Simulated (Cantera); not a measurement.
An isothermal, constant-pressure homogeneous reactor starts with N2O : N2 = 3.4 : 9.1 (molar parts), at 1250 K and 248 Torr.

Model: GRI-Mech 3.0 (53 species, 325 reactions), integrated in Cantera. GRI-Mech 3.0 was tuned for natural gas; its chemistry of N2O as a main component is partial and can be far from experiment. The mechanism lacks the step 2 NO + O2 → 2 NO2, which can matter for NO2 below about 1400 K. The temperature is held fixed by assumption; the heat of reaction is taken as removed at once.

One state of this run: x N2O = 0.144; x NO = 0.0138; x O = 3.35e-6; x NO2 = 4.58e-5; x O2 = 0.0493; x N2 = 0.793. x: mole fraction; the columns are a selection and need not sum to one.

Task: Which value of t (s) does it belong to?
(A) 0.0119
(B) 0.000300
(C) 0.000754
(D) 1.19

Result: D, 1.19
